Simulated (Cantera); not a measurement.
A Cantera script and what it prints.

```python
import numpy as np
import cantera as ct

gas_names = """
    H H2 Si SiH SiH2 SiH3 SiH4 Si2 Si3
""".split()
cond_names = """
    Si(cr) Si(L)
""".split()


def load(file, names, dense=False):
    # The tables refer to 1 bar. Condensed volumes are neglected.
    table = {s.name: s for s in ct.Species.list_from_file(file)}
    out = []
    for n in names:
        d = dict(table[n].input_data)
        d["thermo"] = dict(d["thermo"], **{"reference-pressure": 1e5})
        if dense:
            d["equation-of-state"] = {"model": "constant-volume", "density": "1e6 g/cm^3"}
        out.append(ct.Species.from_dict(d))
    return out


gas = ct.Solution(thermo="ideal-gas", species=load("nasa_gas.yaml", gas_names))
cond = {s.name: ct.Solution(thermo="fixed-stoichiometry", species=[s], name=s.name)
        for s in load("nasa_condensed.yaml", cond_names, dense=True)}
atoms = {
    'Si': {'Si': 1},
    'H2': {'H': 2},
}
top_T = {}  # K; cautious upper limits of use, not melting points


def equilibrate(T, P, feed):
    n = {}
    for name, mol in feed.items():
        for a, k in atoms[name].items():
            n[a] = n.get(a, 0.0) + k * mol
    gas.TPX = T, P, n
    mass = sum(n.values()) * gas.mean_molecular_weight
    gas.equilibrate("TP")
    valid = [c for c in cond.values() if c.min_temp <= T <= top_T.get(c.name, c.max_temp)]
    mix = ct.Mixture([(gas, mass / gas.mean_molecular_weight)] + [(c, 0.0) for c in valid])
    mix.T, mix.P = T, P
    mix.equilibrate("TP", solver="vcs", rtol=1e-11, max_steps=5000)
    return mix


results = []
feed = {'Si': 1, 'H2': 1.9}  # mol
T = 975  # K
P = 10000  # Pa
mix = equilibrate(T, P, feed)
results.append((T, P, feed, dict(zip(mix.species_names, mix.species_moles))))
print(gas.report(threshold=1e-06))
for i in range(1, mix.n_phases):
    print(f"{mix.phase(i).name:16s} {mix.phase_moles(i):12.5e} mol")
```

Output:

```
       temperature   975 K
          pressure   10000 Pa
           density   0.0024869 kg/m^3
  mean mol. weight   2.016 kg/kmol
   phase of matter   gas

                          1 kg             1 kmol
                     ---------------   ---------------
          enthalpy        9.8872e+06        1.9933e+07  J
   internal energy        5.8661e+06        1.1826e+07  J
           entropy             91576        1.8462e+05  J/K
    Gibbs function       -7.9399e+07       -1.6007e+08  J
 heat capacity c_p             14955             30149  J/K
 heat capacity c_v             10831             21835  J/K

                      mass frac. Y      mole frac. X     chem. pot. / RT
                     ---------------   ---------------   ---------------
                H2                 1                 1           -19.746
     [   +8 minor]        6.1335e-07        4.2007e-08

Si(cr)            1.00000e+00 mol
```

These are equilibrium values from Cantera (NASA tables, ideal gas, pure condensed phases), not measurements of a reactor.
